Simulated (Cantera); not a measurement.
Catalytic stagnation flow on Pt

A jet of CH4 : O2 : N2 = 0.013 : 0.094 : 0.79 (molar parts) at 300 K and 25.5 Torr hits a platinum plate 4.4 cm away at a mass flux of 0.022 kg/m²/s; the plate temperature is set and raised in steps from an oxygen-covered start.

Computed with Cantera and Deutschmann's 1995 Pt surface mechanism with GRI-Mech 3.0 gas chemistry. Catalytic surfaces can have several steady states; this one follows from the mechanism file's or the stated starting coverage.

| plate T (K) | wall x CH4 | wall x O2 | wall x H2O | wall x OH | wall x CO | wall x CO2 | θ free Pt | θ O* |
|---|---|---|---|---|---|---|---|---|
| 850 | 0.0115 | 0.0985 | 0.00552 | <1e-8 | 3.57e-6 | 0.00360 | 0.187 | 0.812 |
| 900 | 0.00956 | 0.0943 | 0.00919 | 2.78e-8 | 4.23e-6 | 0.00601 | 0.258 | 0.742 |
| 950 | 0.00767 | 0.0903 | 0.0127 | 8.90e-8 | 4.71e-6 | 0.00832 | 0.332 | 0.667 |
| 1000 | 0.00611 | 0.0870 | 0.0155 | 2.44e-7 | 5.12e-6 | 0.0102 | 0.407 | 0.593 |
| 1050 | 0.00493 | 0.0845 | 0.0177 | 5.91e-7 | 5.57e-6 | 0.0116 | 0.479 | 0.520 |
| 1100 | 0.00406 | 0.0827 | 0.0192 | 1.29e-6 | 6.14e-6 | 0.0127 | 0.548 | 0.451 |
| 1150 | 0.00343 | 0.0814 | 0.0204 | 2.59e-6 | 6.90e-6 | 0.0134 | 0.613 | 0.386 |
| 1200 | 0.00296 | 0.0805 | 0.0212 | 4.84e-6 | 7.93e-6 | 0.0139 | 0.673 | 0.327 |
x: mole fraction at the wall; θ: surface coverage.
